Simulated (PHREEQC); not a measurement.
Solution (38 °C): 95 mmol/kgw KCl. Closed to the air; pH follows from the charge balance.

Computed with PHREEQC (ion-association model, phreeqc.dat).

Each row changes one thing in this solution. No solid was allowed to form.

```
case                                           pH  ionic strength (mol/kgw)
------------------------------------------  -----  ------------------------
as made                                      6.78                    0.0950
KCl replaced by KOH at the same molality    12.45                    0.0950
0.017 mol/kgw NaH2PO4 added                   [?]                       [?]
temperature from 38 to 55 °C                 6.55                    0.0950
KCl replaced by BaCl2 at the same molality   6.76                       [?]
0.14 mol/kgw Na2SO4 added                    7.05                       [?]
```

**Question.** Some entries are withheld; supply them.

**Answer.** 
- 0.017 mol/kgw NaH2PO4 added, pH: 4.55
- 0.017 mol/kgw NaH2PO4 added, ionic strength (mol/kgw): 0.112
- KCl replaced by BaCl2 at the same molality, ionic strength (mol/kgw): 0.285
- 0.14 mol/kgw Na2SO4 added, ionic strength (mol/kgw): 0.430

Species that the database lacks are ignored. Constants without temperature data keep their 25 °C values here.
